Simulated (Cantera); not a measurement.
A perfectly stirred reactor is fed with 4.58 % H2, 95.4 % O2, equivalence ratio 0.024, at 20.0 Torr; it is held at 1425 K, and followed from long to short residence time.

Cantera simulation using GRI-Mech 3.0 (53 species, 325 reactions); the numbers are that mechanism's predictions, not measurements. Radical loss at walls, strong at low pressure, is not modelled. The temperature is held fixed by assumption; the heat of reaction is taken as removed at once.

**Question.** Predict: x(H2) at τ = 8.90 s; x(O2) at τ = 8.90 s; x(O) at τ = 8.90 s; x(H) at τ = 8.90 s; x(HO2) at τ = 8.90 s; x(H2) at τ = 0.130 s; x(O2) at τ = 0.130 s; x(O) at τ = 0.130 s; x(H) at τ = 0.130 s; x(HO2) at τ = 0.130 s.

**Answer.** 
- x(H2) at τ = 8.90 s: 1.98e-5
- x(O2) at τ = 8.90 s: 0.952
- x(O) at τ = 8.90 s: 0.000592
- x(H) at τ = 8.90 s: 1.11e-5
- x(HO2) at τ = 8.90 s: 3.27e-7
- x(H2) at τ = 0.130 s: 0.000264
- x(O2) at τ = 0.130 s: 0.943
- x(O) at τ = 0.130 s: 0.00860
- x(H) at τ = 0.130 s: 0.000613
- x(HO2) at τ = 0.130 s: 1.85e-6
